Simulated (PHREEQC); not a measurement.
Solution (25 °C): 0.22 mol HNO3, 0.00031 mol FeCl3 and 0.023 mol CuCl2 per kg of water. Closed to the air; pH follows from the charge balance.

The numbers come from PHREEQC with the ion-association model, wateq4f.dat.

No solid was allowed to form.

Order these Fe species by the share of Fe that they hold, largest first: FeCl+2, FeOH+2, Fe+3, FeCl2+.

Fe+3 (69 %), FeCl+2 (28 %), FeCl2+ (1.4 %), FeOH+2 (1.1 %)

The pH is 0.76 and the ionic strength 0.289 mol/kgw. Complexes and solids missing from the database can't appear.
